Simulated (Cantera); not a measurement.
## Ignition delay

Mixture: 44.8 % H₂, 14.9 % O₂, 40.3 % N₂, equivalence ratio 1.5, at 750 Torr, adiabatic and at constant volume. Ignition delay is the time to a rise of 400 K.

Computed with Cantera and GRI-Mech 3.0 (53 species, 325 reactions). Where the delays flatten at high temperature, the 400 K rule measures the pace of heat release, not the induction time.

```
T0 (K)  delay (ms)
------  ----------
1275        0.0273
1350        0.0200
1425        0.0154
1500        0.0125
1575        0.0106
1650       0.00939
1725       0.00867
1800       0.00830
```
